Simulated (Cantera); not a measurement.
Input: 1 mol Ti(OiPr)₄, 1.1 mol C₃H₈, 67 mol H₂, held at 100 Torr.

Equilibrium computed with Cantera from the NASA thermochemical tables; the gas is ideal and each condensed phase is pure. Candidate condensed phases: C, C₆H₆, C₇H₈, C₈H₁₈, H₂O, Ti, TiC, TiO, TiO₂, Ti₂O₃, Ti₃O₅, Ti₄O₇; 113 gas species. The feed counts by its element totals alone. TiC: taken at fixed stoichiometry. Rates play no part.

**Question.** At 1473 K, list the 5 most abundant gas species with their mole fractions, and the condensed phases.

**Answer.** H₂ 0.955, CO 0.0447, CH₄ 0.000357, H 3.39e-5, H₂O 1.19e-5. Condensed: C(graphite) + TiC(s).
